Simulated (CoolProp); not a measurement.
Vapour-liquid equilibrium of ethylene (1) + carbon dioxide (2) at 0.91 MPa; x and y are mole fractions of (1).

Model: multi-fluid Helmholtz-energy mixture model, Smukala 2000 and Span 1996; pair parameters Bell 2016, in CoolProp.

```csv
x,"bubble temperature, mixture model (°C)","bubble temperature, Raoult's law (°C)","y, mixture model","y, Raoult's law"
0.05,-45.0,-43.3,0.119,0.072
0.15,-48.3,-44.5,0.284,0.208
0.25,-50.5,-45.8,0.395,0.334
0.35,-51.9,-47.0,0.480,0.450
0.45,-53.0,-48.2,0.553,0.557
0.55,-53.8,-49.4,0.622,0.654
0.65,-54.4,-50.6,0.692,0.744
0.75,-54.8,-51.8,0.767,0.826
0.85,-54.9,-52.9,0.851,0.900
0.95,-54.8,-54.1,0.947,0.968
```

The largest gap from Raoult's law is -4.9 K in bubble temperature, at x = 0.35. y crosses x between x = 0.85 and 0.95: the model has an azeotrope there.

The pair parameters rest on a limited set of measurements; away from them the model extrapolates.
